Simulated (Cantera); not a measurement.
A closed system holds: 1 mol H2S, 0.19 mol O2, held at 0.100 bar.

These are equilibrium values from Cantera (NASA tables, ideal gas, pure condensed phases), not measurements of a reactor. Candidate condensed phases: H2O, H2SO4, S; 19 gas species. Equilibrium is a limit: real reactors are often held back by kinetics, nucleation or transport. All values below are at 1225 °C.

Base state: H2 0.282, S2 0.271, H2O 0.267, H2S 0.171, SH 0.00445, SO2 0.00311, SO 0.000607, S2O 0.000589 (mole fractions); condensed: gas only.

Q: What changes in the equilibrium state with this change: O2 from 0.19 to 2.8 mol?

A: 
| species | before | after |
|---|---|---|
| O2 | <1e-9 | 0.393 |
| H2O | 0.267 | 0.303 |
| SO2 | 0.00311 | 0.301 |
| H2 | 0.282 | 2.82e-6 |
| S2 | 0.271 | <1e-9 |
| H2S | 0.171 | <1e-9 |
| SH | 0.00445 | <1e-9 |
| SO3 | <1e-9 | 0.00225 |
| S2O | 0.000589 | <1e-9 |
| S | 6.55e-5 | <1e-9 |
| SO | 0.000607 | 5.16e-7 |
